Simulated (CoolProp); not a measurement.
The numbers come from the reference Helmholtz-energy equation of state, Setzmann 1991 in CoolProp.

**Question.** For methane, give the phase and the cv (kJ/(kg K)), Prandtl number at -126.65 °C and 12800 kPa.

**Answer.** 
- -126.65 °C and 12800 kPa: liquid; cv 1.95, Prandtl number 1.69

Viscosity comes from a separate model (Quiñones-Cisneros 2006). Thermal conductivity comes from a separate model (Friend 1989).
